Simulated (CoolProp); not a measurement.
Carbonyl sulfide at 293.15 K and 0.68 MPa is throttled through a valve to 0.469 MPa with no heat exchange. Each further row changes one setting.

Model: reference Helmholtz-energy equation of state, Lemmon 2006, in CoolProp. It is a short technical equation, of lower accuracy than the large ones.

```json
[
 {"case": "as stated", "temperature change (K)": "-4.7", "final density (kg/m³)": "12.5"},
 {"case": "outlet pressure 0.141 MPa", "temperature change (K)": "-12.3", "final density (kg/m³)": "3.70"},
 {"case": "outlet pressure 0.61 MPa", "temperature change (K)": "-1.6", "final density (kg/m³)": "16.4"}
]
```
